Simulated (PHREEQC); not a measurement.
Consider water at 85 °C with 0.012 mol/kgw H3PO4 and 0.032 mol/kgw K2HPO4. Closed to the air; pH follows from the charge balance.

Model: ion-association model, wateq4f.dat, run in PHREEQC.

No solid was allowed to form.

Order these P species by the share of P that they hold, largest first: KHPO4-, H2PO4-, HPO4-2.

H2PO4- (55 %), HPO4-2 (44 %), KHPO4- (1.9 %)

The pH is 6.65 and the ionic strength 0.0824 mol/kgw. Species that the database lacks are ignored. H3PO4, which wateq4f.dat lacks, is added to it with the constant of phreeqc.dat. Constants without temperature data keep their 25 °C values here.
